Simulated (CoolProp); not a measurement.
Computed with CoolProp (reference Helmholtz-energy equation of state, Gao 2022).

Task: For n-perfluoropentane, give the phase and the speed of sound (m/s) at 500 K and 0.798 bar.

Result: 
- 500 K and 0.798 bar: gas; speed of sound 121
